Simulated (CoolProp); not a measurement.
Cyclohexane along the isotherm 595.9 K: density (kg/m³) from the reference equation and from simpler models built on Tc = 553.6 K, pc = 4081 kPa, ω = 0.209; each cubic takes its own stable root.

Values from CoolProp's reference Helmholtz-energy equation of state, Zhou 2014.

```tsv
p (kPa)	phase	reference	ideal gas	van der Waals	Soave-Redlich-Kwong	Peng-Robinson
5100	supercritical	160.5	86.63	174.5	153.4	162.1
10200	supercritical	425.2	173.3	334.5	374.5	410.4
15300	supercritical	481.5	259.9	371.8	441.0	486.7
20400	supercritical	513.2	346.5	394.6	481.1	532.3
25500	supercritical	535.8	433.1	411.1	510.1	565.0
30600	supercritical	553.6	519.8	424.0	532.9	590.6
35700	supercritical	568.3	606.4	434.6	551.7	611.6
40800	supercritical	580.9	693.0	443.5	567.6	629.3
```
